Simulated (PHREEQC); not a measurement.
Make-up at 20 °C: 0.0013 mol/kgw CsOH, 0.000196 mol/kgw H3BO3 and 0.017 mol/kgw Na2CO3. Closed to the air; pH follows from the charge balance.

Equilibrium calculation in PHREEQC: ion-association model, wateq4f.dat.

```json
{
  "pH": "11.36",
  "ionic_strength": "0.0457 mol/kgw",
  "total_alkalinity": "35.3 meq/kg"
}
```

| species | molality | activity | log γ |
|---|---|---|---|
| Na+ | 0.0311 | 0.0258 | -0.081 |
| CO3-2 | 0.0133 | 0.00646 | -0.314 |
| NaCO3- | 0.00288 | 0.00240 | -0.078 |
| OH- | 0.00191 | 0.00156 | -0.087 |
| Cs+ | 0.00130 | 0.00108 | -0.082 |
| HCO3- | 0.000797 | 0.000665 | -0.078 |
| H2BO3- | 0.000195 | 0.000158 | -0.092 |
| NaHCO3 | 9.55e-6 | 9.65e-6 | 0.005 |
| H3BO3 | 1.29e-6 | 1.30e-6 | 0.005 |

Precipitation was switched off in this run. Complexes and solids missing from the database can't appear.
